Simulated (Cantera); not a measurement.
Pyrogenic steam for wet oxidation

An isothermal, constant-pressure homogeneous reactor starts with H₂ : O₂ : N₂ = 1.4 : 1 : 2.2 (molar parts), equivalence ratio 0.70, at 825 K and 0.280 bar.

Cantera simulation using the H2/O2 subset of GRI-Mech 3.0, which has no nitrogen chemistry; the numbers are that mechanism's predictions, not measurements. Below about 950 K walls govern HO2 and H2O2 in real vessels. The temperature is held fixed by assumption; the heat of reaction is taken as removed at once.

| t (s) | x H₂ | x O₂ | x H | x H₂O₂ | x H₂O |
|---|---|---|---|---|---|
| 0.000600 | 0.304 | 0.217 | 4.68e-12 | <1e-12 | 3.41e-11 |
| 0.00134 | 0.304 | 0.217 | 4.82e-12 | <1e-12 | 9.01e-11 |
| 0.00298 | 0.304 | 0.217 | 4.98e-12 | 3.26e-12 | 2.18e-10 |
| 0.00664 | 0.304 | 0.217 | 5.33e-12 | 1.70e-11 | 5.18e-10 |
| 0.0148 | 0.304 | 0.217 | 6.16e-12 | 8.82e-11 | 1.26e-9 |
| 0.0329 | 0.304 | 0.217 | 8.28e-12 | 4.67e-10 | 3.34e-9 |
| 0.0734 | 0.304 | 0.217 | 1.47e-11 | 2.68e-9 | 1.06e-8 |
| 0.164 | 0.304 | 0.217 | 4.29e-11 | 1.90e-8 | 4.96e-8 |
| 0.364 | 0.304 | 0.217 | 3.11e-10 | 2.60e-7 | 5.17e-7 |
| 0.812 | 0.304 | 0.217 | 2.28e-9 | 7.22e-6 | 1.08e-5 |
| 1.81 | 0.304 | 0.217 | 1.01e-8 | 6.76e-5 | 0.000137 |
| 4.03 | 0.302 | 0.216 | 5.34e-8 | 0.000494 | 0.00213 |
| 8.98 | 0.289 | 0.210 | 7.46e-8 | 0.00103 | 0.0169 |
| 20.0 | 0.262 | 0.197 | 5.29e-8 | 0.00105 | 0.0490 |
x: mole fraction; the columns are a selection and need not sum to one.

Equilibrium at this temperature and pressure: H₂ <1e-12, O₂ 0.0769, H <1e-12, H₂O₂ 9.90e-12, H₂O 0.359 (gas phase only).
